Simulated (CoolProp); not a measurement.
Vapour-liquid equilibrium of ethanol (1) + cyclohexane (2) at 0.402 MPa; x and y are mole fractions of (1).

Computed with CoolProp (multi-fluid Helmholtz-energy mixture model, Schroeder 2014 and Zhou 2014; pair parameters Bell 2016).

```csv
x,"bubble temperature, mixture model (°C)","bubble temperature, Raoult's law (°C)","y, mixture model","y, Raoult's law"
0.05,125.2,133.3,___,0.078
0.2,114.0,129.7,0.449,0.283
0.35,111.1,126.8,0.522,0.455
0.5,110.3,124.3,___,0.604
0.65,110.3,122.1,0.605,0.736
0.8,___,120.2,___,0.856
0.95,115.7,118.5,___,0.965
```

Problem. Fill in the missing entries.

Solution. 
- 0.05, y, mixture model: 0.210
- 0.5, y, mixture model: 0.561
- 0.8, bubble temperature, mixture model (°C): 111.6
- 0.8, y, mixture model: 0.694
- 0.95, y, mixture model: 0.893

The largest gap from Raoult's law is -15.7 K in bubble temperature, at x = 0.35. y crosses x between x = 0.5 and 0.65: the model has an azeotrope there.

Pair parameters are fitted to limited data, so mixtures are less certain than the pure fluids.
